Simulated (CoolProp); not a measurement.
Vapour-liquid equilibrium of R143a (1) + isobutene (2) at -73.05 °C; x and y are mole fractions of (1).

The numbers come from the multi-fluid Helmholtz-energy mixture model, Lemmon and Jacobsen 2000 and Lemmon 2005; pair parameters Bell 2016 in CoolProp.

Task: Give the bubble pressure and the first vapour's composition at x = 0.25, 0.35, 0.65. Is there an azeotrope?

Result: x = 0.25: 0.01648 MPa, y = 0.859; x = 0.35: 0.01816 MPa, y = 0.878; x = 0.65: 0.02087 MPa, y = 0.911. No azeotrope shows between x = 0.05 and 0.95.

Pair parameters are fitted to limited data, so mixtures are less certain than the pure fluids. With so large a gap from Raoult's law the liquid may split in two, which this calculation doesn't test in full.
